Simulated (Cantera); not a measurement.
A diamond (100) surface in a fixed gas of H2 with x(CH4) = 0.0042, x(CH3) = 0.00074, at 1123 K, 0.0180 bar; coverages are run to steady state.

Model: the Harris–Goodwin 1993 mechanism for the reconstructed diamond (100) surface, integrated in Cantera.

θ: site fractions in the mechanism's names (c6HH fully hydrogenated, c6H* and c6*H radical sites, c6** diradical, c6HM methylated).

```tsv
x(H)	growth (µm/h)	θ c6HH	θ c6H*	θ c6*H	θ c6**	θ c6HM
0.0001	0.157	0.585	0.0235	0.353	0.00346	0.0162
0.00025	0.407	0.526	0.0266	0.400	0.00740	0.0199
0.00065	0.958	0.496	0.0281	0.423	0.0124	0.0225
0.0016	…	0.485	0.0288	0.433	…	0.0224
0.0042	3.94	0.482	0.0292	0.439	0.0188	0.0189
0.011	6.57	0.485	0.0297	0.446	0.0201	0.0126
0.027	8.80	0.488	0.0300	0.450	0.0207	0.00703
0.069	10.3	0.490	0.0304	0.453	0.0211	…
0.18	11.1	0.492	0.0309	0.454	0.0213	0.00134
```

Task: Fill in the missing entries.

Result: 
- 0.0016, growth (µm/h): 1.99
- 0.0016, θ c6**: 0.0163
- 0.069, θ c6HM: 0.00325
